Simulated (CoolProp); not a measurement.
Vapour pressure (kPa) of R114: the reference equation beside estimates from Tc = 147.5 °C, pc = 3352 kPa, ω = 0.252. Clausius-Clapeyron is anchored at 47.05 °C with a constant enthalpy of vaporisation of 20.32 kJ/mol.

The numbers come from the reference Helmholtz-energy equation of state, Platzer 1990 in CoolProp. This equation is an older, rougher fit; its heat capacities, sound speeds and derivatives of the liquid may be far off and weren't checked against measurements.

| T (°C) | reference | Lee-Kesler | Clausius-Clapeyron | van der Waals | Redlich-Kwong | Soave-Redlich-Kwong | Peng-Robinson |
|---|---|---|---|---|---|---|---|
| 26.25 | 223.2 | 220.9 | … | … | 337.1 | 220.7 | 219.6 |
| 33.15 | 276.4 | 274.3 | 291.8 | 819.7 | 405.7 | 274.2 | 272.2 |
| 40.15 | 339.8 | 337.9 | 348.7 | 915.9 | … | 338.1 | 335.0 |
| 47.05 | 412.5 | 410.9 | 412.5 | 1018 | 573.1 | 411.5 | 407.1 |
| 53.95 | 496.2 | 494.9 | 484.5 | 1126 | 671.9 | 496.2 | 490.5 |
| 60.85 | 592.1 | 591.0 | 565.4 | 1242 | 782.0 | 593.5 | 586.1 |
| 67.85 | 702.8 | … | 657.0 | 1367 | 905.8 | 706.1 | 696.9 |
| 74.75 | 826.4 | 825.5 | 757.4 | … | 1040 | 831.8 | 820.8 |
| 81.65 | 965.4 | 964.4 | 868.2 | … | … | 973.3 | 960.6 |
| 88.55 | 1121 | 1120 | 990.1 | 1781 | 1349 | 1132 | 1117 |
| 95.55 | 1297 | 1296 | 1126 | 1936 | 1527 | 1311 | 1295 |
| 102.45 | 1491 | 1489 | 1271 | 2098 | 1717 | 1508 | 1490 |

**Question.** Fill in the missing entries.

**Answer.** 
- 26.25, Clausius-Clapeyron: 242.8
- 26.25, van der Waals: 731.6
- 40.15, Redlich-Kwong: 484.9
- 67.85, Lee-Kesler: 701.9
- 74.75, van der Waals: 1497
- 81.65, van der Waals: 1635
- 81.65, Redlich-Kwong: 1188

Absolute difference from the reference over all 12 rows, mean and median: Lee-Kesler 0.3 and 0.2 %, Clausius-Clapeyron 7.4 and 7.4 %, van der Waals 114.3 and 102.1 %, Redlich-Kwong 31.5 and 30.5 %, Soave-Redlich-Kwong 0.7 and 0.7 %, Peng-Robinson 0.9 and 0.9 %.
